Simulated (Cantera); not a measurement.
**C + NH3 + H2 + O2 (carbon deposition, reforming and gasification)**

A closed system holds: 1 mol C, 0.28 mol NH3, 0.65 mol H2, 0.024 mol O2, at 13.5 Torr.

These are equilibrium values from Cantera (NASA tables, ideal gas, pure condensed phases), not measurements of a reactor. Candidate condensed phases: C, C6H6, C7H8, C8H18, H2O; 169 gas species. Ions and electrons are included (thermal ionisation). Equilibrium is a limit: real reactors are often held back by kinetics, nucleation or transport.

From 2000 K to 3000 K the condensed part is C(graphite). From 3500 K to 5000 K nothing is condensed. The main C-bearing gas is CO at 2000 K and C at 5000 K.

| T (K) | x H2 | x H | x C | x N2 | x C3 | x CO | x N | x HCN | x C2 | x CN | x C2H2 (acetylene) | n C(graphite) |
|---|---|---|---|---|---|---|---|---|---|---|---|---|
| 2000 | 0.837 | 0.0111 | 1.69e-9 | 0.108 | 1.54e-9 | 0.0379 | 2.21e-9 | 0.00444 | 1.30e-10 | 1.39e-6 | 0.000643 | 0.944 |
| 2500 | 0.689 | 0.156 | 9.25e-6 | 0.0925 | 2.76e-5 | 0.0352 | 6.63e-7 | 0.0179 | 2.54e-6 | 0.000234 | 0.00745 | 0.903 |
| 3000 | 0.249 | 0.588 | 0.00282 | 0.0581 | 0.0173 | 0.0259 | 2.50e-5 | 0.0241 | 0.00176 | 0.00586 | 0.0155 | 0.692 |
| 3500 | 0.0276 | 0.731 | 0.0578 | 0.0392 | 0.0699 | 0.0179 | 0.000327 | 0.00481 | 0.0223 | 0.0197 | 0.000727 | 0 |
| 4000 | 0.00329 | 0.682 | 0.210 | 0.0336 | 0.0105 | 0.0155 | 0.00243 | 0.000460 | 0.0213 | 0.0199 | 6.56e-6 | 0 |
| 4500 | 0.000644 | 0.654 | 0.272 | 0.0319 | 0.000255 | 0.0147 | 0.0120 | 3.68e-5 | 0.00457 | 0.00989 | 3.89e-8 | 0 |
| 5000 | 0.000179 | 0.642 | 0.280 | 0.0218 | 7.69e-6 | 0.0141 | 0.0365 | 3.51e-6 | 0.000940 | 0.00402 | 4.68e-10 | 0 |
x: gas mole fraction; n: condensed amount in mol.
